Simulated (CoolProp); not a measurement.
Octamethyltrisiloxane (MDM) along the isotherm 541.3 K: Z from the reference equation and from simpler models built on Tc = 565.4 K, pc = 14.38 bar, ω = 0.528; each cubic takes its own stable root.

Model: reference Helmholtz-energy equation of state, Thol 2017, in CoolProp.

```tsv
p (bar)	phase	reference	Pitzer virial	van der Waals	Redlich-Kwong	Soave-Redlich-Kwong	Peng-Robinson
0.479	gas	0.9867	0.9859	0.9889	0.9870	0.9865	0.9852
0.958	gas	0.9732	0.9718	0.9776	0.9738	…	0.9701
1.44	gas	0.9592	0.9576	0.9660	0.9603	0.9586	0.9546
1.92	gas	0.9448	0.9435	0.9542	0.9465	0.9443	0.9390
2.4	gas	0.9301	0.9294	0.9421	0.9325	0.9296	0.9230
2.88	gas	0.9150	0.9152	0.9298	…	0.9145	0.9067
3.35	gas	0.8997	0.9014	0.9174	0.9038	0.8995	0.8904
3.83	gas	0.8836	0.8873	0.9044	0.8888	0.8836	0.8733
4.31	gas	0.8669	0.8732	0.8911	0.8734	0.8674	0.8558
4.79	gas	0.8496	0.8590	0.8774	0.8576	0.8506	0.8378
5.27	gas	0.8315	0.8449	0.8633	0.8412	0.8333	0.8193
5.75	gas	0.8127	0.8308	0.8487	0.8244	0.8154	0.8002
6.23	gas	0.7930	0.8167	0.8335	0.8070	0.7967	0.7804
6.71	gas	0.7723	0.8025	0.8179	0.7889	0.7772	0.7597
7.19	gas	0.7503	0.7884	0.8015	…	0.7568	0.7382
```

### Question
Fill in the missing entries.

### Answer

- 0.958, Soave-Redlich-Kwong: 0.9727
- 2.88, Redlich-Kwong: 0.9182
- 7.19, Redlich-Kwong: 0.7701
